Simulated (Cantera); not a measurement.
A perfectly stirred reactor is fed with C3H8 : O2 : N2 : H2 = 1 : 12.5 : 102 : 4 (molar parts), at 29000 Pa; it is adiabatic with a 423 K inlet, and is followed from long to short residence time, starting on the burning branch (τ in s: 0.071, 0.033, 0.016, 0.0073, 0.0034, 0.0016, 0.00074, 0.00035, 0.00016, 7.6e-05).

Computed with Cantera and GRI-Mech 3.0 (53 species, 325 reactions). GRI-Mech 3.0 was tuned for natural gas; its chemistry of propane as a main component is partial and can be far from experiment.

x: mole fraction; the columns are a selection and need not sum to one.

```json
[
 {"τ (s)": "0.071", "T (K)": "1184", "x C3H8": "8.87e-6", "x O2": "0.0472", "x C2H4": "1.64e-5", "x NO": "2.74e-7", "x CH4": "2.08e-6", "x O": "0.000231"},
 {"τ (s)": "0.033", "T (K)": "1171", "x C3H8": "…", "x O2": "0.0478", "x C2H4": "…", "x NO": "3.29e-7", "x CH4": "…", "x O": "…"},
 {"τ (s)": "0.016", "T (K)": "1152", "x C3H8": "2.33e-5", "x O2": "0.0488", "x C2H4": "3.83e-5", "x NO": "3.44e-7", "x CH4": "1.26e-5", "x O": "0.000435"},
 {"τ (s)": "0.0073", "T (K)": "1108", "x C3H8": "…", "x O2": "0.0514", "x C2H4": "…", "x NO": "…", "x CH4": "…", "x O": "0.000434"},
 {"τ (s)": "0.0034", "T (K)": "423", "x C3H8": "0.00837", "x O2": "0.105", "x C2H4": "<1e-12", "x NO": "<1e-12", "x CH4": "<1e-12", "x O": "<1e-12"},
 {"τ (s)": "0.0016", "T (K)": "423", "x C3H8": "0.00837", "x O2": "0.105", "x C2H4": "<1e-12", "x NO": "<1e-12", "x CH4": "<1e-12", "x O": "<1e-12"},
 {"τ (s)": "0.00074", "T (K)": "423", "x C3H8": "0.00837", "x O2": "0.105", "x C2H4": "<1e-12", "x NO": "<1e-12", "x CH4": "<1e-12", "x O": "<1e-12"},
 {"τ (s)": "0.00035", "T (K)": "423", "x C3H8": "0.00837", "x O2": "0.105", "x C2H4": "<1e-12", "x NO": "<1e-12", "x CH4": "<1e-12", "x O": "<1e-12"},
 {"τ (s)": "0.00016", "T (K)": "423", "x C3H8": "0.00837", "x O2": "0.105", "x C2H4": "<1e-12", "x NO": "<1e-12", "x CH4": "<1e-12", "x O": "<1e-12"},
 {"τ (s)": "7.6e-5", "T (K)": "423", "x C3H8": "0.00837", "x O2": "0.105", "x C2H4": "<1e-12", "x NO": "<1e-12", "x CH4": "<1e-12", "x O": "<1e-12"}
]
```

Complete the blanks.


- 0.033, x C3H8: 1.41e-5
- 0.033, x C2H4: 2.45e-5
- 0.033, x CH4: 4.94e-6
- 0.033, x O: 0.000335
- 0.0073, x C3H8: 5.17e-5
- 0.0073, x C2H4: 8.09e-5
- 0.0073, x NO: 2.27e-7
- 0.0073, x CH4: 5.22e-5
